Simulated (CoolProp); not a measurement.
Vapour-liquid equilibrium of cyclohexane (1) + ethylbenzene (2) at 1.11 MPa; x and y are mole fractions of (1).

Model: multi-fluid Helmholtz-energy mixture model, Zhou 2014 and Zhou 2012; pair parameters Bell 2016, in CoolProp.

| x | bubble temperature, mixture model (°C) | bubble temperature, Raoult's law (°C) | y, mixture model | y, Raoult's law |
|---|---|---|---|---|
| 0.05 | 250.0 | 250.0 | 0.105 | 0.125 |
| 0.15 | 240.1 | 240.3 | ___ | 0.328 |
| 0.25 | 231.1 | 231.6 | 0.439 | 0.485 |
| 0.35 | 223.0 | 223.9 | ___ | 0.609 |
| 0.45 | 215.9 | 216.9 | ___ | 0.707 |
| 0.55 | ___ | 210.6 | ___ | 0.786 |
| 0.65 | 204.1 | 204.9 | 0.811 | 0.851 |
| 0.75 | 199.1 | 199.6 | ___ | 0.903 |
| 0.85 | 194.5 | 194.7 | 0.925 | 0.947 |
| 0.95 | ___ | 190.3 | ___ | 0.984 |

Q: Fill in the missing entries.

A: 
- 0.15, y, mixture model: 0.288
- 0.35, y, mixture model: 0.561
- 0.45, y, mixture model: 0.660
- 0.55, bubble temperature, mixture model (°C): 209.7
- 0.55, y, mixture model: 0.741
- 0.75, y, mixture model: 0.871
- 0.95, bubble temperature, mixture model (°C): 190.2
- 0.95, y, mixture model: 0.975

The largest gap from Raoult's law is -1.0 K in bubble temperature, at x = 0.45. No azeotrope shows between x = 0.05 and 0.95.

Pair parameters are fitted to limited data, so mixtures are less certain than the pure fluids.
